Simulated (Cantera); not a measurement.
What does this Cantera script print?

```python
import numpy as np
import cantera as ct

gas_names = """
    AL ALCL ALCL2 ALCL3 ALH ALO ALOCL ALOH ALO2 ALO2H AL2 AL2CL6 AL2O AL2O2 CL CLO CL2 H HALO HCL HOCL
    HO2 H2 H2O H2O2 O OH O2 O3
""".split()
cond_names = """
    AL(cr) AL(L) ALCL3(s) ALCL3(L) AL2O3(a) AL2O3(L) H2O(s) H2O(L)
""".split()


# ... load() reads the species with a 1 bar reference pressure and builds the phases ...
atoms = {
    'Al': {'AL': 1},
    'HCl': {'H': 1, 'CL': 1},
    'O2': {'O': 2},
}
top_T = {}  # K; cautious upper limits of use, not melting points


# ... equilibrate(T, P, feed) seeds the gas with the atoms and calls Mixture.equilibrate('TP', solver="vcs", rtol=1e-11, max_steps=5000) ...
results = []
feed = {'Al': 1, 'HCl': 0.15, 'O2': 0.053}  # mol
T = 1598  # K
P = 5900  # Pa
mix = equilibrate(T, P, feed)
results.append((T, P, feed, dict(zip(mix.species_names, mix.species_moles))))
x = sorted(zip(gas.X, gas.species_names), reverse=True)
print(f"T = {T:g} K  P = {P:g} Pa  gas = {mix.phase_moles(0):.4g} mol")
print("   x: " + "  ".join(f"{s} {v:.3e}" for v, s in x if v > 0.0001))
print("   condensed (mol): " + ("  ".join(f"{mix.phase(i).name} {mix.phase_moles(i):.4g}"
      for i in range(1, mix.n_phases) if mix.phase_moles(i) > 1e-12) or "none"))
```

Output:

```
T = 1598 K  P = 5900 Pa  gas = 0.2242 mol
   x: ALCL 6.577e-01  H2 3.341e-01  ALCL2 5.082e-03  AL 1.016e-03  AL2O 9.926e-04  HCL 5.906e-04  ALCL3 2.164e-04  H 1.267e-04  ALH 1.202e-04
   condensed (mol): AL(L) 0.7802  AL2O3(a) 0.03526
```

Equilibrium computed with Cantera from the NASA thermochemical tables; the gas is ideal and each condensed phase is pure. Mutual solubility and eutectic melting of coexisting phases are not modelled. The tables' values for AlCl2 are old estimates; treat these amounts as uncertain.
